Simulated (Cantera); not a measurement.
Input: 1 mol FeS, 24 mol H₂, at 22.0 mbar.

Equilibrium computed with Cantera from the NASA thermochemical tables; the gas is ideal and each condensed phase is pure. Candidate condensed phases: Fe, FeS, FeS₂, S; 8 gas species. Metal and sulfide melt together well below either melting point, which pure phases cannot show. Mutual solubility and eutectic melting of coexisting phases are not modelled. FeS: taken at fixed stoichiometry. Kinetics and transport are ignored.

At 1650 K, list the 5 most abundant gas species with their mole fractions, and the condensed phases.

H₂ 0.975, H₂S 0.0183, S₂ 0.00453, SH 0.00185, H 0.000605. Condensed: Fe(γ) + FeS(l).
